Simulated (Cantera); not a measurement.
Input: 1 mol Si3N4, 0.54 mol O2, 11 mol H2, held at 1402 °C and 0.00133 bar.

These are equilibrium values from Cantera (NASA tables, ideal gas, pure condensed phases), not measurements of a reactor. Candidate condensed phases: H2O, Si, SiO2, Si2N2O, Si3N4; 35 gas species. The numbers say what is thermodynamically allowed, not how fast it happens.

Q: What is the equilibrium state?

A: 
```json
{
 "x(H2)": "0.778",
 "x(N2)": "0.142",
 "x(SiO)": "0.0766",
 "x(H)": "0.00281",
 "x(Si)": "0.000326",
 "x(SiH)": "1.76e-5",
 "x(SiH2)": "8.75e-6",
 "x(Si2N)": "5.32e-6",
 "x(SiN)": "2.95e-6",
 "n(Si(s))": "1.91 mol",
 "gas_amount": "14.10 mol"
}
```
